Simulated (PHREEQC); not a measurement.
**Buffer**

Solution (85 °C): 5.7 mmol/kgw NaHCO3, 27 mmol/kgw Na2SO4 and 2.8 mmol/kgw KCl. Closed to the air; pH follows from the charge balance.

The numbers come from PHREEQC with the ion-association model, wateq4f.dat.

This is a speciation only: nothing precipitates in the calculation.

**Question.** Predict the pH.

**Answer.** pH 7.62.

**Question.** In which forms is K present?

**Answer.** K+ 88 %, KSO4- 12 % of the K.

Complexes and solids missing from the database can't appear. Constants without temperature data keep their 25 °C values here.
